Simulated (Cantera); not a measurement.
What does this Cantera script print?

```python
import numpy as np
import cantera as ct

gas = ct.Solution("h2o2.yaml")
gas.TPX = 1450, 1700, {'H2': 0.12, 'O2': 1, 'N2': 0.22}
reactor = ct.IdealGasConstPressureReactor(gas, energy="off", clone=False)
net = ct.ReactorNet([reactor])
net.rtol, net.atol = 1e-08, 1e-18
show = ['H2', 'O2', 'O', 'HO2', 'OH']
times = np.geomspace(5e-05, 60, 12)

steps = ct.SolutionArray(gas, extra=["t"])
rows = []
print(f"{'t/s':>10s}{'T/K':>9s}{'P/Pa':>11s}" + "".join(f"{s:>11s}" for s in show))
for t in times:
    while net.time < t:
        t_next = net.step()
        steps.append(gas.state, t=t_next)
    rows.append([np.interp(t, steps.t, y) for y in (steps.T, steps.P, *steps(*show).X.T)])
    print(f"{t:10.3e}{rows[-1][0]:9.1f}{rows[-1][1]:11.4g}" + "".join(f"{x:11.3e}" for x in rows[-1][2:]))
rate = np.gradient(steps.T, steps.t)
print("integrator steps:", len(steps.t))
if steps.T.max() > steps.T[0] + 200:
    print(f"time of steepest temperature rise: {steps.t[rate.argmax()]:.4e} s")
gas.TPX = 1450, 1700, {'H2': 0.12, 'O2': 1, 'N2': 0.22}
gas.equilibrate("TP")
print(f"equilibrium (TP): T = {gas.T:.1f} K  " + "  ".join(f"{s} {gas[s].X[0]:.3e}" for s in show))
```

Output:

```
       t/s      T/K       P/Pa         H2         O2          O        HO2         OH
 5.000e-05   1450.0       1700  8.955e-02  7.463e-01  1.592e-07  1.941e-07  1.412e-07
 1.785e-04   1450.0       1700  8.954e-02  7.463e-01  5.474e-06  6.937e-07  4.655e-06
 6.372e-04   1450.0       1700  1.665e-02  6.925e-01  3.679e-02  3.162e-06  1.497e-02
 2.275e-03   1450.0       1700  2.747e-03  6.794e-01  5.314e-02  3.069e-06  1.032e-02
 8.120e-03   1450.0       1700  2.399e-03  6.876e-01  4.515e-02  3.015e-06  9.698e-03
 2.899e-02   1450.0       1700  1.478e-03  7.067e-01  2.628e-02  2.691e-06  7.713e-03
 1.035e-01   1450.0       1700  3.832e-04  7.269e-01  6.482e-03  1.501e-06  3.980e-03
 3.694e-01   1450.0       1700  4.558e-05  7.331e-01  7.585e-04  3.623e-07  1.380e-03
 1.319e+00   1450.0       1700  5.536e-06  7.341e-01  9.187e-05  1.012e-07  4.817e-04
 4.708e+00   1450.0       1700  1.143e-06  7.343e-01  1.898e-05  1.069e-07  2.191e-04
 1.681e+01   1450.0       1700  8.002e-07  7.343e-01  1.330e-05  1.198e-07  1.834e-04
 6.000e+01   1450.0       1700  7.994e-07  7.343e-01  1.328e-05  1.199e-07  1.833e-04
integrator steps: 1733
equilibrium (TP): T = 1450.0 K  H2 7.994e-07  O2 7.343e-01  O 1.328e-05  HO2 1.199e-07  OH 1.833e-04
```

Model: the H2/O2 subset of GRI-Mech 3.0, which has no nitrogen chemistry, integrated in Cantera. Radical loss at walls, strong at low pressure, is not modelled. The temperature is held fixed by assumption; the heat of reaction is taken as removed at once.
